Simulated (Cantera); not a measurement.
MgCO3 + C + H2 (calcination and drying)

Input: 1 mol MgCO3, 0.075 mol C, a varied amount of H2, equilibrated at 1400 K and 101000 Pa.

Method: chemical equilibrium by Gibbs-energy minimisation in Cantera with the NASA 1993 tables (ideal gas, pure condensed phases). Candidate condensed phases: C, C6H6, C7H8, C8H18, H2O, Mg, MgCO3, MgO, Mg(OH)2; 116 gas species. Rates play no part.

From 0.039 mol H2 to 1.9 mol H2 the condensed part is MgO(s).

```tsv
n(H2) (mol)	log p CO2	log p H2	log p CO	log p H2O	log p H	log p CH4	log p OH	n MgO(s)
0.039	-0.09	-2.51	-0.77	-1.49	-6.57	-11.60	-7.25	1.00
0.068	-0.12	-2.21	-0.73	-1.27	-6.42	-10.90	-7.17	1.00
0.12	-0.16	-1.89	-0.67	-1.05	-6.26	-10.09	-7.12	1.00
0.21	-0.23	-1.56	-0.59	-0.86	-6.09	-9.20	-7.09	1.00
0.36	-0.34	-1.23	-0.52	-0.71	-5.93	-8.29	-7.11	1.00
0.63	-0.52	-0.90	-0.47	-0.61	-5.76	-7.35	-7.17	1.00
1.1	-0.78	-0.61	-0.47	-0.58	-5.62	-6.51	-7.29	1.00
1.9	-1.11	-0.39	-0.54	-0.62	-5.51	-5.87	-7.44	1.00
```
log p: log10 of the partial pressure in bar; n: condensed amount in mol.
